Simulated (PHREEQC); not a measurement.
A made-up water analysis in mg/L, 93 °C, pH 2.22, pe 11.1:

```json
[
 {"constituent": "Na", "mg/L": "194"},
 {"constituent": "K", "mg/L": "3.68"},
 {"constituent": "Ca", "mg/L": "289"},
 {"constituent": "Mg", "mg/L": "56.5"},
 {"constituent": "Cl", "mg/L": "326"},
 {"constituent": "S(6) as SO4", "mg/L": "1510"},
 {"constituent": "Zn", "mg/L": "5.1"},
 {"constituent": "Cd", "mg/L": "0.961"},
 {"constituent": "Cu(2)", "mg/L": "6.94"}
]
```

Valence states are taken as typed.

The numbers come from PHREEQC with the ion-association model, wateq4f.dat.

```
quantity                    before    after
-------------------------  -------  -------
ionic strength (mol/kgw)    0.0390   0.0714
HSO4- (mol/kgw)            0.00835   0.0149
Ca+2 (mol/kgw)             0.00540  0.00981
CaSO4 (mol/kgw)            0.00158  0.00402
Mg+2 (mol/kgw)             0.00124  0.00209
SI of Gypsum (CaSO4:2H2O)    -0.51    -0.10
```

Q: Which change was made?
(A) Na from 194 to 582 mg/L
(B) Cd from 0.961 to 2.88 mg/L
(C) all concentrations times 2 at the same typed pH

A: C, all concentrations times 2 at the same typed pH

No solid was allowed to form. At this temperature some constants are extrapolated from 25 °C, and those without enthalpy data are left unchanged.
